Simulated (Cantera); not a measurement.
Feed: 1 mol borazine, 0.12 mol H2O, a varied amount of N2, at 823 K and 10000 Pa.

Method: chemical equilibrium by Gibbs-energy minimisation in Cantera with the NASA 1993 tables (ideal gas, pure condensed phases). Candidate condensed phases: B, BN, B2O3, B3O3H3, H2O; 39 gas species. The feed counts by its element totals alone. Gases not in the tables: H3BO3. Rates play no part.

x: gas mole fraction; n: condensed amount in mol.

| n(N2) (mol) | x N2 | x H2 | x H2O | x NH3 | n BN(s) | n B2O3(l) |
|---|---|---|---|---|---|---|
| 2.3 | 0.428 | 0.570 | ___ | 6.71e-5 | 2.93 | 0.0363 |
| 3.5 | 0.531 | 0.467 | ___ | 5.55e-5 | 2.93 | 0.0360 |
| 5.4 | 0.635 | 0.363 | ___ | 4.16e-5 | 2.93 | 0.0358 |
| 8.4 | 0.730 | 0.269 | ___ | 2.84e-5 | 2.93 | 0.0356 |
| 13 | 0.807 | 0.192 | ___ | 1.81e-5 | 2.93 | 0.0355 |
| 20 | 0.865 | 0.134 | ___ | 1.09e-5 | 2.93 | 0.0353 |
| 31 | 0.909 | 0.0909 | ___ | 6.23e-6 | 2.93 | 0.0353 |
| 49 | 0.940 | 0.0595 | ___ | 3.36e-6 | 2.93 | 0.0352 |
| 76 | 0.961 | 0.0392 | ___ | 1.82e-6 | 2.93 | 0.0352 |
| 120 | 0.975 | 0.0252 | ___ | 9.43e-7 | 2.93 | 0.0352 |

Fill in the missing entries.


- 2.3, x H2O: 0.00202
- 3.5, x H2O: 0.00178
- 5.4, x H2O: 0.00147
- 8.4, x H2O: 0.00114
- 13, x H2O: 0.000841
- 20, x H2O: 0.000600
- 31, x H2O: 0.000414
- 49, x H2O: 0.000274
- 76, x H2O: 0.000182
- 120, x H2O: 0.000117
